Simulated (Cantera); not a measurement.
# Ignition delay

Mixture: CH4 : H2 : O2 : N2 = 1 : 0.087 : 1.57 : 7.86 (molar parts), equivalence ratio 1.3, at 22.0 bar, adiabatic and at constant pressure. Ignition delay is the time to a rise of 400 K.

Computed with Cantera and GRI-Mech 3.0 (53 species, 325 reactions). The pressure lies above the range GRI-Mech 3.0 was tuned for (to about 10 atm).

| T0 (K) | delay (ms) |
|---|---|
| 1150 | 1.52 |
| 1225 | 0.770 |
| 1300 | 0.420 |
| 1375 | 0.234 |
| 1450 | 0.130 |

```
Property                                                Result
--------------------------------------------------  ----------
apparent activation energy between 1300 and 1450 K  120 kJ/mol
```
